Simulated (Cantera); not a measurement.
Charge: 1 mol C2F6, 0.012 mol F2, held at 1925 K and 0.170 bar.

Equilibrium computed with Cantera from the NASA thermochemical tables; the gas is ideal and each condensed phase is pure. Candidate condensed phases: C; 13 gas species. The feed counts by its element totals alone. Gases not in the tables: C2F6 and larger saturated fluorocarbons. The numbers say what is thermodynamically allowed, not how fast it happens.

Base state: CF4 0.981, CF2 0.0140, CF3 0.00263, F 0.00202 (mole fractions); condensed: C(graphite).

Problem. What changes in the equilibrium state with this change: temperature from 1925 K to 1600 K?

Solution. 
| species | before | after |
|---|---|---|
| CF4 | 0.981 | 0.999 |
| CF2 | 0.0140 | 0.000419 |
| CF3 | 0.00263 | 0.000152 |
| F | 0.00202 | 3.64e-5 |
| C(graphite), mol | 0.483 | 0.494 |
